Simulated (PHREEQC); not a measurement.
Make-up at 25 °C: 0.02 mol HF and 0.0002 mol NH4F per kg of water. Closed to the air; pH follows from the charge balance.

Equilibrium calculation in PHREEQC: ion-association model, wateq4f.dat.

| Item | Result |
|---|---|
| pH | 2.50 |
| ionic strength | 0.00359 mol/kgw |
| total alkalinity | -20.0 meq/kg |

```json
[
 {"species": "HF", "molality": "0.0152", "activity": "0.0152", "log γ": "0.000"},
 {"species": "F-", "molality": "0.00339", "activity": "0.00318", "log γ": "-0.029"},
 {"species": "H+", "molality": "0.00339", "activity": "0.00319", "log γ": "-0.026"},
 {"species": "H2F2", "molality": "0.000603", "activity": "0.000603", "log γ": "0.000"},
 {"species": "NH4+", "molality": "0.000200", "activity": "0.000187", "log γ": "-0.028"},
 {"species": "HF2-", "molality": "0.000198", "activity": "0.000186", "log γ": "-0.029"}
]
```

This is a speciation only: nothing precipitates in the calculation. wateq4f.dat counts part of the HF as a dimer, H2F2, which phreeqc.dat doesn't know; its constant is uncertain.
